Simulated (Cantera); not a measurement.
## Premixed flame

A freely propagating, adiabatic, planar premixed flame of 19.7 % H2, 16.4 % O2, 63.9 % N2, unburnt at 673 K and 100.0 Torr; mixture-averaged transport, grid criteria slope 0.08 and curve 0.16, no radiation.

Cantera simulation using the H2/O2 subset of GRI-Mech 3.0, which has no nitrogen chemistry; the numbers are that mechanism's predictions, not measurements. Burning velocities carry a grid error of a few per cent, more on coarse grids. Lean hydrogen flames are cellular in practice and burn faster than this planar one.

| z (mm) | T (K) | u (m/s) | x H2 | x O2 | x H2O | x O | x H2O2 | x OH |
|---|---|---|---|---|---|---|---|---|
| -21.1 | 673 | 5.69 | 0.197 | 0.164 | <1e-8 | <1e-8 | <1e-8 | <1e-8 |
| -14.1 | 673 | 5.69 | 0.197 | 0.164 | <1e-8 | <1e-8 | <1e-8 | <1e-8 |
| -10.6 | 673 | 5.69 | 0.197 | 0.164 | <1e-8 | <1e-8 | <1e-8 | <1e-8 |
| -7.04 | 673 | 5.69 | 0.197 | 0.164 | 1.52e-7 | 1.96e-8 | <1e-8 | <1e-8 |
| -3.52 | 681 | 5.75 | 0.195 | 0.164 | 0.000668 | 1.70e-5 | 3.86e-7 | 2.68e-5 |
| -1.76 | 776 | 6.48 | 0.175 | 0.160 | 0.0110 | 0.000407 | 4.60e-7 | 0.000289 |
| 0 | 1077 | 8.78 | 0.0810 | 0.125 | 0.0839 | 0.00708 | 9.16e-7 | 0.00284 |
| 1.76 | 1319 | 10.6 | 0.0220 | 0.0849 | 0.152 | 0.0166 | 1.03e-6 | 0.00673 |
| 3.52 | 1434 | 11.5 | 0.0177 | 0.0791 | 0.162 | 0.0175 | 7.75e-7 | 0.00860 |
| 7.04 | 1563 | 12.4 | 0.0166 | 0.0763 | 0.170 | 0.0160 | 4.64e-7 | 0.0107 |
| 14.1 | 1697 | 13.3 | 0.0145 | 0.0741 | 0.179 | 0.0133 | 2.45e-7 | 0.0123 |
| 28.2 | 1824 | 14.2 | 0.0113 | 0.0725 | 0.188 | 0.00986 | 1.33e-7 | 0.0130 |
| 56.4 | 1933 | 14.9 | 0.00762 | 0.0717 | 0.197 | 0.00635 | 7.83e-8 | 0.0121 |
x: mole fraction of selected species; z is measured from the peak of heat release.

| Quantity | Value |
|---|---|
| laminar burning velocity | 569 cm/s |
| thermal thickness | 7.04 mm |
| peak x(O) | 0.0176 |
| peak x(H2O2) | 1.14e-6 |
| peak x(OH) | 0.0130 |
| grid points | 124 |
